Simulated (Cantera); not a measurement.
Charge: 1 mol n-butane, 6.7 mol H2, 30 mol N2, at 1 atm.

These are equilibrium values from Cantera (NASA tables, ideal gas, pure condensed phases), not measurements of a reactor. Candidate condensed phases: C, C6H6, C7H8, C8H18; 92 gas species. The numbers say what is thermodynamically allowed, not how fast it happens.

x: gas mole fraction; n: condensed amount in mol.

```csv
T (K),x N2,x H2,x CH4,x HCN,x H,x HNC,x C2H2 (acetylene),n C(graphite)
675,0.796,0.0976,0.106,4.72e-10,<1e-12,<1e-12,<1e-12,0
825,0.749,0.210,0.0406,6.84e-8,3.62e-12,2.15e-11,<1e-12,2.37
975,0.726,0.265,0.00895,1.51e-6,5.85e-10,1.85e-9,1.51e-10,3.63
1125,0.721,0.277,0.00224,1.37e-5,2.32e-8,4.56e-8,6.36e-9,3.91
1275,0.720,0.279,0.000732,7.30e-5,3.87e-7,5.22e-7,1.07e-7,3.97
1425,0.720,0.280,?,?,?,?,?,3.98
1575,0.719,0.280,0.000144,0.000785,2.18e-5,1.67e-5,5.91e-6,3.96
1725,0.718,0.279,7.90e-5,0.00188,9.75e-5,5.98e-5,2.57e-5,3.91
1875,0.717,0.278,4.75e-5,0.00389,0.000343,0.000174,8.81e-5,3.82
2025,0.715,0.276,3.06e-5,0.00722,0.00100,0.000429,0.000250,3.66
2175,0.712,0.272,2.08e-5,0.0122,0.00253,0.000929,0.000606,3.40
2325,0.707,0.265,1.45e-5,0.0191,0.00563,0.00180,0.00130,3.01
2475,0.700,0.255,?,?,?,?,?,?
2625,0.690,0.241,7.28e-6,0.0389,0.0207,0.00522,0.00430,1.75
```

Problem. What belongs in the gaps?

Solution. 
- 1425, x CH4: 0.000299
- 1425, x HCN: 0.000272
- 1425, x H: 3.59e-6
- 1425, x HNC: 3.55e-6
- 1425, x C2H2 (acetylene): 9.87e-7
- 2475, x CH4: 1.03e-5
- 2475, x HCN: 0.0281
- 2475, x H: 0.0113
- 2475, x HNC: 0.00319
- 2475, x C2H2 (acetylene): 0.00248
- 2475, n C(graphite): 2.47
